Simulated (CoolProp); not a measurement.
Vapour-liquid equilibrium of ethane (1) + CHF3 (R23) (2) at -20.25 °C; x and y are mole fractions of (1).

Computed with CoolProp (multi-fluid Helmholtz-energy mixture model, Bücker 2006 and Penoncello 2003; pair parameters Bell 2016).

```tsv
x	bubble pressure (kPa)	y at the bubble point	dew pressure at overall composition x (kPa)	liquid density (mol/L)
0.05	1597	0.141	1455	16.33
0.2	1952	0.340	1697	15.39
0.35	2084	0.432	1968	14.67
0.5	2118	0.498	2118	14.25
0.65	2080	0.568	1968	14.16
0.8	1939	0.668	1713	14.32
0.95	1599	0.870	1480	14.61
```

y crosses x between x = 0.35 and 0.5: the model has an azeotrope there.

Pair parameters are fitted to limited data, so mixtures are less certain than the pure fluids. With so large a gap from Raoult's law the liquid may split in two, which this calculation doesn't test in full.
